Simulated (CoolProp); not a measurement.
Properties of nitrous oxide along the isotherm 500 K.

Computed with CoolProp (reference Helmholtz-energy equation of state, Lemmon 2006). It is a short technical equation, of lower accuracy than the large ones.

| p (kPa) | phase | density (kg/m³) | cp (kJ/(kg K)) | Joule-Thomson coefficient (K/MPa) | isothermal compressibility (1/MPa) | fugacity coefficient |
|---|---|---|---|---|---|---|
| 2260 | gas | 24.39 | 1.075 | 3.318 | 0.4508 | 0.9811 |
| 4530 | gas | 49.81 | 1.110 | 3.218 | 0.2289 | 0.9628 |
| 6790 | gas | 76.01 | 1.147 | 3.109 | 0.1551 | 0.9453 |
| 9060 | supercritical | 103.2 | 1.187 | 2.988 | 0.1177 | 0.9285 |
| 11300 | supercritical | 130.8 | 1.227 | 2.856 | 0.09530 | 0.9128 |
| 13600 | supercritical | 159.7 | 1.269 | 2.706 | 0.07961 | 0.8974 |
| 15800 | supercritical | 187.9 | 1.309 | 2.552 | 0.06852 | 0.8835 |
| 18100 | supercritical | 217.6 | 1.349 | 2.380 | 0.05944 | 0.8698 |
